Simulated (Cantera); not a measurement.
Charge: 1 mol Nb₂O₅, 0.34 mol H₂, equilibrated at 1075 K and 0.0420 bar.

Cantera equilibrium calculation (NASA polynomials, part measured and part estimated; ideal gas, pure solids and liquids). Candidate condensed phases: H₂O, Nb, NbO, NbO₂, Nb₂O₅; 12 gas species. Mutual solubility and eutectic melting of coexisting phases are not modelled. Condensed phases not in the tables: the oxides between NbO₂ and Nb₂O₅. Equilibrium is a limit: real reactors are often held back by kinetics, nucleation or transport.

Base state: H₂ 0.991, H₂O 0.00920 (mole fractions); condensed: NbO₂(s) + Nb₂O₅(s).

Task: What changes in the equilibrium state with this change: temperature from 1075 K to 2023 K?

Result: 
```
species         before     after
-------------  -------  --------
H₂               0.991     0.840
H₂O            0.00920     0.152
H              7.13e-8   0.00849
NbO₂             <1e-9  0.000146
OH               <1e-9  0.000160
NbO₂(s), mol   0.00626     0.104
Nb₂O₅(s), mol    0.997         0
Nb₂O₅(l), mol        0     0.948
```

Task: What changes in the equilibrium state with this change: temperature from 1075 K to 1473 K?

Result: 
```csv
species,before,after
H₂,0.991,0.922
H₂O,0.00920,0.0781
H,7.13e-8,5.93e-5
"NbO₂(s), mol",0.00626,0.0531
"Nb₂O₅(s), mol",0.997,0.973
```
